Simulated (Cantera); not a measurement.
Charge: 1 mol CuO, 0.52 mol CO, 0.16 mol H₂, at 0.100 bar.

Equilibrium computed with Cantera from the NASA thermochemical tables; the gas is ideal and each condensed phase is pure. Candidate condensed phases: C, C₆H₆, C₇H₈, C₈H₁₈, Cu, CuO, Cu(OH)₂, Cu₂O, H₂O; 113 gas species. Each liquid is taken as pure. Mutual solubility and eutectic melting of coexisting phases are not modelled. Rates play no part.

Question: Which condensed phases are stable at each of these points (T (K)): 2025, 2050, 2075, 2100, 2125, 2150, 2175, 2200, 2225, 2250, 2275, 2300, 2325, 2350?

Answer: 
```json
[
 {"T (K)": "2025", "condensed phases": "Cu(l) + Cu₂O(l)", "Cu condensed (%)": "95.1"},
 {"T (K)": "2050", "condensed phases": "Cu(l)", "Cu condensed (%)": "93.7"},
 {"T (K)": "2075", "condensed phases": "Cu(l)", "Cu condensed (%)": "92.0"},
 {"T (K)": "2100", "condensed phases": "Cu(l)", "Cu condensed (%)": "89.9"},
 {"T (K)": "2125", "condensed phases": "Cu(l)", "Cu condensed (%)": "87.2"},
 {"T (K)": "2150", "condensed phases": "Cu(l)", "Cu condensed (%)": "83.7"},
 {"T (K)": "2175", "condensed phases": "Cu(l)", "Cu condensed (%)": "79.2"},
 {"T (K)": "2200", "condensed phases": "Cu(l)", "Cu condensed (%)": "73.3"},
 {"T (K)": "2225", "condensed phases": "Cu(l)", "Cu condensed (%)": "65.4"},
 {"T (K)": "2250", "condensed phases": "Cu(l)", "Cu condensed (%)": "54.5"},
 {"T (K)": "2275", "condensed phases": "Cu(l)", "Cu condensed (%)": "39.0"},
 {"T (K)": "2300", "condensed phases": "Cu(l)", "Cu condensed (%)": "15.3"},
 {"T (K)": "2325", "condensed phases": "gas only", "Cu condensed (%)": "0.0"},
 {"T (K)": "2350", "condensed phases": "gas only", "Cu condensed (%)": "0.0"}
]
```

At 2025 K the condensed part is Cu(l) + Cu₂O(l). From 2050 K to 2300 K the condensed part is Cu(l). From 2325 K to 2350 K nothing is condensed.
